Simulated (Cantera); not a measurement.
What does this Cantera script print?

```python
import numpy as np
import cantera as ct

gas_names = [...]  # 45 gases of nasa_gas.yaml made of Al, Cl, H, N, O
cond_names = """
    AL(cr) AL(L) ALCL3(s) ALCL3(L) ALN(s) AL2O3(a) AL2O3(L) H2O(s) H2O(L) NH4CL(a) NH4CL(b)
""".split()


# ... load() reads the species with a 1 bar reference pressure and builds the phases ...
atoms = {
    'AlN': {'AL': 1, 'N': 1},
    'HCl': {'H': 1, 'CL': 1},
    'O2': {'O': 2},
}
top_T = {'ALN(s)': 2750}  # K; cautious upper limits of use, not melting points


# ... equilibrate(T, P, feed) seeds the gas with the atoms and calls Mixture.equilibrate('TP', solver="vcs", rtol=1e-11, max_steps=5000) ...
results = []
T = 1075  # K
P = 10000  # Pa
for m in [0.015, 0.023, 0.037, 0.058, 0.091, 0.14, 0.23, 0.36, 0.56]:
    feed = {'AlN': 1, 'HCl': 0.015, 'O2': m}  # mol
    mix = equilibrate(T, P, feed)
    results.append((T, P, feed, dict(zip(mix.species_names, mix.species_moles))))

top = {s: max(r[3][s] / sum(r[3][g] for g in gas_names) for r in results) for s in gas_names}
cols = sorted((s for s in top if top[s] > 0.0001), key=lambda s: -top[s])[:9]
seen = [c for c in cond_names if any(r[3].get(c, 0) > 1e-12 for r in results)]
print("log10 of partial pressures in bar; condensed amounts in mol")
print(f"{'n(O2)':>10s}" + "".join(f"{s[:9]:>10s}" for s in cols + seen))
for T, P, feed, n in results:
    ng = sum(n[g] for g in gas_names)
    print(f"{feed['O2']:10.4g}" + "".join(f"{np.log10(max(n[s] / ng * P / 1e5, 1e-99)):10.3f}" for s in cols)
          + "".join(f"{n.get(c, 0):10.4g}" for c in seen))
```

Output:

```
log10 of partial pressures in bar; condensed amounts in mol
     n(O2)        N2        H2     ALCL3       HCL    AL2CL6    ALN(s)  AL2O3(a)
     0.015    -1.317    -1.607    -1.784    -1.976    -4.987    0.9759      0.01
     0.023    -1.242    -1.696    -1.872    -2.038    -5.164    0.9653   0.01533
     0.037    -1.172    -1.819    -1.995    -2.128    -5.409    0.9467   0.02467
     0.058    -1.121    -1.956    -2.133    -2.234    -5.685    0.9187   0.03867
     0.091    -1.082    -2.112    -2.289    -2.358    -5.997    0.8748   0.06067
      0.14    -1.056    -2.276    -2.452    -2.489    -6.323    0.8095   0.09333
      0.23    -1.035    -2.476    -2.652    -2.653    -6.723    0.6896    0.1533
      0.36    -1.023    -2.665    -2.841    -2.808    -7.101    0.5163      0.24
      0.56    -1.015    -2.857    -3.033    -2.967    -7.485    0.2497    0.3733
```

Equilibrium computed with Cantera from the NASA thermochemical tables; the gas is ideal and each condensed phase is pure. Mutual solubility and eutectic melting of coexisting phases are not modelled.
